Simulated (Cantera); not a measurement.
Charge: 1 mol FeS2, 2.8 mol O2, 2.2 mol H2O, at 0.160 bar.

Equilibrium computed with Cantera from the NASA thermochemical tables; the gas is ideal and each condensed phase is pure. Candidate condensed phases: Fe, FeO, Fe(OH)2, Fe(OH)3, FeS, FeSO4, FeS2, Fe2O3, Fe2(SO4)3, Fe3O4, H2O, H2SO4, S; 22 gas species. Rates play no part.

Problem. At 1025 °C, list the 4 most abundant gas species with their mole fractions, and the condensed phases.

Solution. H2O 0.518, SO2 0.469, O2 0.0106, SO3 0.00239. Condensed: Fe2O3(s).
